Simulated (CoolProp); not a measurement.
Vapour pressure (MPa) of propylene: the reference equation beside estimates from Tc = 364.2 K, pc = 4.555 MPa, ω = 0.146. Clausius-Clapeyron is anchored at 193.4 K with a constant enthalpy of vaporisation of 19.88 kJ/mol.

Model: reference Helmholtz-energy equation of state, Lemmon 2013, in CoolProp.

```
T (K)  reference  Lee-Kesler  Clausius-Clapeyron  van der Waals  Redlich-Kwong  Soave-Redlich-Kwong  Peng-Robinson
-----  ---------  ----------  ------------------  -------------  -------------  -------------------  -------------
181.8   0.007935    0.007703            0.008065         0.1251        0.01005             0.007784       0.008360
187.6    0.01204     0.01170             0.01211         0.1544        0.01539              0.01182        0.01256
193.4    0.01775     0.01728             0.01775         0.1882        0.02282              0.01744        0.01836
199.2    0.02550     0.02489             0.02544         0.2269        0.03286              0.02508        0.02619
205      0.03578     0.03502             0.03572         0.2709        0.04613              0.03524        0.03654
210.9    0.04941     0.04851             0.04951         0.3213        0.06359              0.04875        0.05020
216.7    0.06656     0.06554             0.06705         0.3769        0.08535              0.06577        0.06733
222.5    0.08809     0.08700             0.08940         0.4387         0.1124              0.08720        0.08880
228.3     0.1147      0.1136              0.1175         0.5071         0.1456               0.1138         0.1153
234.1     0.1472      0.1462              0.1522         0.5822         0.1855               0.1463         0.1476
240       0.1872      0.1863              0.1957         0.6660         0.2341               0.1863         0.1873
245.8     0.2340      0.2334              0.2476         0.7558         0.2903               0.2333         0.2339
251.6     0.2893      0.2891              0.3098         0.8533         0.3559               0.2890         0.2889
257.4     0.3539      0.3542              0.3837         0.9586         0.4316               0.3541         0.3532
```

Absolute difference from the reference over all 14 rows, mean and median: Lee-Kesler 1.4 and 1.4 %, Clausius-Clapeyron 2.6 and 1.6 %, van der Waals 568.8 and 432.1 %, Redlich-Kwong 26.6 and 27.3 %, Soave-Redlich-Kwong 1.0 and 1.1 %, Peng-Robinson 1.6 and 1.0 %.
